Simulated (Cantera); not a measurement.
Diamond growth

A diamond (100) surface in a fixed gas of H2 with x(CH4) = 0.025, x(CH3) = 0.0019, at 1075 K, 0.160 bar; coverages are run to steady state.

Detailed kinetics in Cantera: the Harris–Goodwin 1993 mechanism for the reconstructed diamond (100) surface.

| x(H) | growth (µm/h) | θ c6HH | θ c6H* | θ c6*H | θ c6** | θ c6HM |
|---|---|---|---|---|---|---|
| 0.0001 | 11.4 | 0.254 | 0.00843 | 0.142 | 0.000759 | 0.402 |
| 0.00022 | 24.3 | 0.252 | 0.00970 | 0.163 | 0.00163 | 0.387 |
| 0.00048 | 47.3 | 0.278 | 0.0117 | 0.196 | 0.00325 | 0.345 |
| 0.001 | 80.2 | 0.323 | 0.0143 | 0.241 | 0.00563 | 0.281 |
| 0.0023 | 126 | 0.389 | 0.0180 | 0.301 | 0.00897 | 0.191 |
| 0.005 | 164 | 0.446 | 0.0210 | 0.352 | 0.0118 | 0.115 |
| 0.011 | 191 | 0.486 | 0.0234 | 0.387 | 0.0139 | 0.0608 |
| 0.024 | 207 | 0.508 | 0.0250 | 0.407 | 0.0151 | 0.0302 |
| 0.053 | 217 | 0.520 | 0.0266 | 0.416 | 0.0159 | 0.0143 |
θ: site fractions in the mechanism's names (c6HH fully hydrogenated, c6H* and c6*H radical sites, c6** diradical, c6HM methylated).
